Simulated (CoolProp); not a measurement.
50 sccm (0 °C, 1 atm) of nitrogen bubbles through liquid water at 309.2 K and leaves saturated at a total pressure of 0.0483 MPa (ideal gas phase). Each further row changes one setting.

Model: reference Helmholtz-energy equation of state, Wagner 2002, in CoolProp.

```json
[
 {"case": "as stated", "vapour pressure (kPa)": "5.96", "mole fraction of vapour": "0.123", "delivery (mg/min)": "5.66", "delivery (sccm)": "?", "change of delivery for a bath 1 K warmer (%)": "6.5"},
 {"case": "bath temperature 314.2 K", "vapour pressure (kPa)": "7.81", "mole fraction of vapour": "0.162", "delivery (mg/min)": "7.75", "delivery (sccm)": "?", "change of delivery for a bath 1 K warmer (%)": "6.5"},
 {"case": "total pressure 0.0966 MPa", "vapour pressure (kPa)": "5.96", "mole fraction of vapour": "0.0617", "delivery (mg/min)": "?", "delivery (sccm)": "3.29", "change of delivery for a bath 1 K warmer (%)": "6.0"}
]
```

**Question.** What belongs in the gaps?

**Answer.** 
- as stated, delivery (sccm): 7.04
- bath temperature 314.2 K, delivery (sccm): 9.64
- total pressure 0.0966 MPa, delivery (mg/min): 2.64
